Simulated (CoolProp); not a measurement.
R124 at 293.15 K and 0.1 MPa is throttled through a valve to 0.0578 MPa with no heat exchange. Each further row changes one setting.

Model: reference Helmholtz-energy equation of state, de Vries 1995, in CoolProp.

```
case                        temperature change (K)  final density (kg/m³)
--------------------------  ----------------------  ---------------------
as stated                                     -1.0                   3.30
outlet pressure 0.0173 MPa                    -2.0                  0.980
outlet pressure 0.0751 MPa                    -0.6                   4.30
```
